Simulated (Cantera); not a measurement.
## Thermodynamics of abatement and gas-phase synthesis, feed S + H2 + O2

Input: 1 mol S, 7 mol H2, 0.26 mol O2, held at 1875 K and 8.25 Torr.

Method: chemical equilibrium by Gibbs-energy minimisation in Cantera with the NASA 1993 tables (ideal gas, pure condensed phases). Candidate condensed phases: H2O, H2SO4, S; 19 gas species. Rates play no part.

```yaml
x(H2): 0.844
x(H2O): 0.0675
x(S2): 0.0506
x(H2S): 0.0169
x(SH): 0.0110
x(H): 0.00574
x(S): 0.00285
x(SO): 0.00147
x(SO2): 0.000279
gas_amount: 7.476 mol
log10 activity of S(l) (absent): -3.14
```
